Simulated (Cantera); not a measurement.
Charge: 1 mol Fe(CO)₅, 1.8 mol O₂, 1.7 mol H₂, at 24.0 mbar.

Method: chemical equilibrium by Gibbs-energy minimisation in Cantera with the NASA 1993 tables (ideal gas, pure condensed phases). Candidate condensed phases: C, C₆H₆, C₇H₈, C₈H₁₈, Fe, Fe(CO)₅, FeO, Fe(OH)₂, Fe(OH)₃, Fe₂O₃, Fe₃O₄, H₂O; 114 gas species. The tables' stoichiometric FeO is somewhat more stable than real wüstite, so its field is too wide. FeO: taken at fixed stoichiometry. Rates play no part. All values below are at 1327 °C.

Base state: CO 0.507, CO₂ 0.239, H₂O 0.149, H₂ 0.105, H 0.000114, Fe 1.47e-5 (mole fractions); condensed: FeO(s).

### Question
What changes in the equilibrium state with this change: H₂ from 1.7 to 10 mol?

### Answer
```
species        before     after
-----------  --------  --------
H₂              0.105     0.468
CO              0.507     0.292
H₂O             0.149     0.199
CO₂             0.239    0.0413
Fe            1.47e-5   4.57e-5
H            0.000114  0.000240
FeO(s), mol     1.000         0
Fe(γ), mol          0     0.999
```
